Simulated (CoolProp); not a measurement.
Vapour-liquid equilibrium of n-heptane (1) + m-xylene (2) at 314.3 K; x and y are mole fractions of (1).

Model: multi-fluid Helmholtz-energy mixture model, Span 2003 and Zhou 2012; pair parameters Bell 2016, in CoolProp.

### Question
Give the bubble pressure and the first vapour's composition at x = 0.05, 0.75, 0.85. Is there an azeotrope?

### Answer
x = 0.05: 0.03459 bar, y = 0.260; x = 0.75: 0.1068 bar, y = 0.923; x = 0.85: 0.1158 bar, y = 0.956. No azeotrope shows between x = 0.05 and 0.95.

Pair parameters are fitted to limited data, so mixtures are less certain than the pure fluids.
